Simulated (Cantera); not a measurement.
# Premixed flame

A freely propagating, adiabatic, planar premixed flame of C2H6 : O2 : N2 : H2O = 1 : 2.5 : 9.4 : 0.88 (molar parts), equivalence ratio 1.4, unburnt at 450 K and 8.90 bar; mixture-averaged transport, grid criteria slope 0.08 and curve 0.16, no radiation.

Cantera simulation using GRI-Mech 3.0 (53 species, 325 reactions); the numbers are that mechanism's predictions, not measurements. Burning velocities carry a grid error of a few per cent, more on coarse grids.

| z (mm) | T (K) | u (m/s) | x C2H6 | x O2 | x H2O | x HCO | x CH2O | x H |
|---|---|---|---|---|---|---|---|---|
| -0.335 | 451 | 0.213 | 0.0724 | 0.181 | 0.0638 | <1e-8 | 1.70e-7 | <1e-8 |
| -0.223 | 456 | 0.217 | 0.0720 | 0.180 | 0.0644 | <1e-8 | 2.81e-6 | <1e-8 |
| -0.167 | 475 | 0.227 | 0.0713 | 0.177 | 0.0667 | <1e-8 | 1.56e-5 | <1e-8 |
| -0.112 | 584 | 0.283 | 0.0676 | 0.165 | 0.0794 | <1e-8 | 0.000135 | <1e-8 |
| -0.0558 | 1001 | 0.501 | 0.0465 | 0.120 | 0.123 | <1e-8 | 0.000890 | 7.81e-8 |
| -0.0279 | 1367 | 0.701 | 0.0202 | 0.0763 | 0.159 | 1.78e-6 | 0.00160 | 3.49e-5 |
| 0 | 1719 | 0.898 | 0.00166 | 0.0333 | 0.191 | 7.31e-6 | 0.000605 | 0.000389 |
| 0.0279 | 1905 | 0.999 | 5.22e-5 | 0.0125 | 0.205 | 2.41e-6 | 0.000132 | 0.000684 |
| 0.0558 | 1980 | 1.04 | 1.20e-5 | 0.00514 | 0.208 | 9.60e-7 | 5.70e-5 | 0.000641 |
| 0.112 | 2026 | 1.06 | 2.82e-6 | 0.00131 | 0.208 | 2.58e-7 | 2.02e-5 | 0.000402 |
| 0.223 | 2042 | 1.07 | 6.75e-7 | 0.000210 | 0.205 | 7.84e-8 | 7.39e-6 | 0.000217 |
| 0.446 | 2045 | 1.07 | 2.78e-7 | 1.85e-5 | 0.202 | 5.02e-8 | 4.14e-6 | 0.000173 |
| 0.893 | 2043 | 1.07 | 1.25e-7 | 5.40e-7 | 0.200 | 4.41e-8 | 2.60e-6 | 0.000169 |
x: mole fraction of selected species; z is measured from the peak of heat release.

```
Quantity                      Value
------------------------  ---------
laminar burning velocity  21.2 cm/s
thermal thickness          0.112 mm
peak x(HCO)                 7.83e-6
peak x(CH2O)                0.00160
peak x(H)                  0.000694
grid points                     142
```
